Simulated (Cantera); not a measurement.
A Cantera script and its output.

```python
import numpy as np
import cantera as ct

gas = ct.Solution("gri30.yaml")
gas.TPX = 425, 240000, {'CH4': 1, 'CO': 0.12, 'O2': 2.59, 'N2': 11.4}
flame = ct.FreeFlame(gas, width=0.022)
flame.set_refine_criteria(ratio=3, slope=0.08, curve=0.16)
flame.transport_model = "mixture-averaged"
flame.solve(loglevel=0, auto=True)
z, T = flame.grid, flame.T
thick = (T[-1] - T[0]) / np.gradient(T, z).max()
show = ['CH4', 'CO', 'O2', 'CH2CO', 'OH', 'N2O']
print(f"laminar burning velocity  {flame.velocity[0] * 100:.3f} cm/s")
print(f"burnt temperature         {T[-1]:.1f} K")
print(f"thermal thickness         {thick * 1e3:.4f} mm")
print(f"grid points               {len(z)}")
z0 = z[flame.heat_release_rate.argmax()]
print(f"{'z/mm':>9s}{'T/K':>9s}{'u/(m/s)':>9s}" + "".join(f"{s:>11s}" for s in show))
rows = []
for k in (-3, -2, -1.5, -1, -0.5, -0.25, 0, 0.25, 0.5, 1, 2, 4, 8):
    zz = z0 + k * thick
    rows.append([k * thick, np.interp(zz, z, T), np.interp(zz, z, flame.velocity),
                 *(np.interp(zz, z, flame.X[gas.species_index(s)]) for s in show)])
    print(f"{rows[-1][0] * 1e3:9.3f}{rows[-1][1]:9.1f}{rows[-1][2]:9.3f}" + "".join(f"{x:11.3e}" for x in rows[-1][3:]))
```

Output:

```
laminar burning velocity  25.218 cm/s
burnt temperature         1946.6 K
thermal thickness         0.3244 mm
grid points               134
     z/mm      T/K  u/(m/s)        CH4         CO         O2      CH2CO         OH        N2O
   -0.973    425.6    0.253  6.611e-02  7.944e-03  1.713e-01  1.798e-09  6.375e-13  1.311e-11
   -0.649    431.7    0.256  6.570e-02  8.001e-03  1.708e-01  4.109e-08  7.459e-11  2.413e-10
   -0.487    449.9    0.268  6.461e-02  8.204e-03  1.695e-01  2.466e-07  1.092e-09  1.261e-09
   -0.324    544.2    0.325  5.948e-02  9.430e-03  1.626e-01  2.432e-06  3.818e-08  1.005e-08
   -0.162    925.1    0.556  3.933e-02  1.553e-02  1.308e-01  2.317e-05  4.423e-06  7.565e-08
   -0.081   1271.6    0.766  2.063e-02  2.184e-02  9.827e-02  5.756e-05  7.223e-05  1.665e-07
    0.000   1609.9    0.968  3.637e-03  2.521e-02  6.239e-02  5.264e-05  1.161e-03  3.191e-07
    0.081   1749.8    1.047  1.044e-04  1.670e-02  4.580e-02  3.102e-06  3.348e-03  5.107e-07
    0.162   1809.9    1.079  1.716e-06  9.841e-03  4.108e-02  5.812e-08  3.794e-03  6.305e-07
    0.324   1871.8    1.112  1.037e-09  4.677e-03  3.796e-02  4.301e-11  3.375e-03  7.378e-07
    0.649   1916.4    1.135  2.515e-14  1.973e-03  3.628e-02  1.647e-15  2.403e-03  7.679e-07
    1.298   1938.1    1.147  5.932e-17  7.103e-04  3.565e-02  1.514e-18  1.496e-03  5.485e-07
    2.595   1945.4    1.151  1.278e-17  2.851e-04  3.551e-02  2.222e-19  1.029e-03  2.877e-07
```

Computed with Cantera and GRI-Mech 3.0 (53 species, 325 reactions). Burning velocities carry a grid error of a few per cent, more on coarse grids.
